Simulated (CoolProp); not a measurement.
Saturation properties of dimethyl carbonate.

Model: reference Helmholtz-energy equation of state, Zhou 2011, in CoolProp.

```
T (°C)  p (bar)  enthalpy of vaporisation (kJ/kg)  liquid cp (kJ/(kg K))  vapour Z
------  -------  --------------------------------  ---------------------  --------
151.45    5.166                             328.6                  2.138         …
154.45    5.519                             326.0                  2.149    0.9007
157.55    5.902                             323.3                  2.159    0.8958
160.55        …                             320.6                  2.170    0.8909
163.55    6.701                             317.9                  2.181    0.8858
166.55    7.130                             315.2                  2.193    0.8805
169.65    7.595                             312.3                  2.205    0.8749
172.65    8.067                             309.4                  2.217    0.8693
175.65    8.560                             306.5                      …    0.8636
178.65    9.077                             303.5                  2.242    0.8576
181.75    9.634                             300.4                  2.255    0.8513
184.75    10.20                             297.3                  2.269    0.8449
```

Problem. What belongs in the gaps?

Solution. 
- 151.45, vapour Z: 0.9053
- 160.55, p (bar): 6.292
- 175.65, liquid cp (kJ/(kg K)): 2.229

It boils at 90.1 °C under 1 atm.
